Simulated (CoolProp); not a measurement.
Octamethylcyclotetrasiloxane (D4) along the isotherm 620 K: fugacity coefficient from the reference equation and from simpler models built on Tc = 586.5 K, pc = 13.47 bar, ω = 0.598; each cubic takes its own stable root.

Computed with CoolProp (reference Helmholtz-energy equation of state, Thol 2015).

```csv
p (bar),phase,reference,van der Waals,Redlich-Kwong,Soave-Redlich-Kwong,Peng-Robinson
4.21,gas,0.9128,0.9195,0.9110,0.9167,0.9065
8.42,gas,0.8285,0.8395,0.8249,0.8364,0.8184
12.6,gas,0.7471,0.7587,0.7410,0.7588,0.7353
16.8,supercritical,0.6669,0.6697,0.6551,0.6822,0.6554
21.1,supercritical,0.5873,0.5825,0.5702,0.6070,0.5792
25.3,supercritical,0.5227,0.5229,0.5082,0.5466,0.5187
29.5,supercritical,0.4738,0.4803,0.4626,0.5007,0.4725
33.7,supercritical,0.4366,0.4489,0.4282,0.4655,0.4370
```
